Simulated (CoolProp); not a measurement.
Vapour-liquid equilibrium of isohexane (1) + n-hexane (2) at 122.55 °C; x and y are mole fractions of (1).

Values from CoolProp's multi-fluid Helmholtz-energy mixture model, Lemmon 2006 and Thol 2019; pair parameters Bell 2016.

Question: Give the bubble pressure and the first vapour's composition at x = 0.35, 0.725, 0.8. Is there an azeotrope?

Answer: x = 0.35: 459.4 kPa, y = 0.392; x = 0.725: 495.3 kPa, y = 0.756; x = 0.8: 502.0 kPa, y = 0.824. No azeotrope shows between x = 0.05 and 0.95.

Pair parameters are fitted to limited data, so mixtures are less certain than the pure fluids.
